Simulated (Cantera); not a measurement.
A Cantera script and its output.

```python
import numpy as np
import cantera as ct

gas = ct.Solution("gri30.yaml")
gas.TPX = 1598, 200000, {'CH3OH': 0.015, 'O2': 0.027, 'N2': 1}
inlet = ct.Reservoir(gas, clone=True)

reactor = ct.IdealGasConstPressureReactor(gas, energy="off", clone=False)
exhaust = ct.Reservoir(gas, clone=True)
tau = [0.31, 0.15, 0.069, 0.033, 0.015, 0.0072, 0.0034, 0.0016][0]
for a, b in ((inlet, reactor), (reactor, exhaust)):
    ct.MassFlowController(a, b, mdot=lambda t: reactor.mass / tau)
net = ct.ReactorNet([reactor])
show = ['CH3OH', 'O2', 'NO', 'OH', 'C2H', 'H2O', 'HCN']

rows = []
print(f"{'tau/s':>10s}{'T/K':>9s}" + "".join(f"{s:>11s}" for s in show))
for tau in [0.31, 0.15, 0.069, 0.033, 0.015, 0.0072, 0.0034, 0.0016]:
    net.initial_time = 0.0
    net.advance(30 * tau)
    before = gas.X
    net.advance(40 * tau)
    drift = np.max(np.abs(gas.X - before) / (gas.X + 1e-9))
    rows.append([gas.T, *gas[show].X, drift])
    print(f"{tau:10.3e}{gas.T:9.1f}" + "".join(f"{x:11.3e}" for x in gas[show].X))
```

Output:

```
     tau/s      T/K      CH3OH         O2         NO         OH        C2H        H2O        HCN
 3.100e-01   1598.0  8.832e-07  4.354e-03  8.887e-06  1.809e-04  1.993e-17  2.840e-02  1.781e-10
 1.500e-01   1598.0  1.353e-06  4.409e-03  8.290e-06  2.251e-04  4.614e-17  2.832e-02  3.199e-10
 6.900e-02   1598.0  2.084e-06  4.504e-03  7.536e-06  2.840e-04  1.570e-16  2.819e-02  7.453e-10
 3.300e-02   1598.0  3.071e-06  4.645e-03  7.046e-06  3.530e-04  6.367e-16  2.802e-02  1.936e-09
 1.500e-02   1598.0  4.563e-06  4.870e-03  7.002e-06  4.423e-04  3.207e-15  2.776e-02  5.589e-09
 7.200e-03   1598.0  6.562e-06  5.172e-03  7.410e-06  5.398e-04  1.489e-14  2.741e-02  1.420e-08
 3.400e-03   1598.0  9.617e-06  5.595e-03  8.019e-06  6.512e-04  7.153e-14  2.696e-02  3.321e-08
 1.600e-03   1598.0  1.458e-05  6.160e-03  8.352e-06  7.687e-04  3.399e-13  2.639e-02  6.939e-08
```

Computed with Cantera and GRI-Mech 3.0 (53 species, 325 reactions). GRI-Mech 3.0 was tuned for natural gas; its chemistry of methanol as a main component is partial and can be far from experiment. The temperature is held fixed by assumption; the heat of reaction is taken as removed at once.
